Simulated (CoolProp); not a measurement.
C3F8 (R218) at 251.87 K and 0.107 MPa is compressed adiabatically to 0.361 MPa with isentropic efficiency 0.9. Each further row changes one setting.

Model: reference Helmholtz-energy equation of state, Lemmon 2006, in CoolProp. It is a short technical equation, of lower accuracy than the large ones.

| case | work (kJ/kg) | final temperature (K) | final density (kg/m³) |
|---|---|---|---|
| as stated | (withheld) | 276.2 | 33.3 |
| efficiency 1 | 13.1 | (withheld) | 33.6 |
| efficiency 0.65 | (withheld) | 283.0 | (withheld) |

Task: Some entries are withheld; supply them.

Result: 
- as stated, work (kJ/kg): 14.6
- efficiency 1, final temperature (K): 274.4
- efficiency 0.65, work (kJ/kg): 20.1
- efficiency 0.65, final density (kg/m³): 32.1
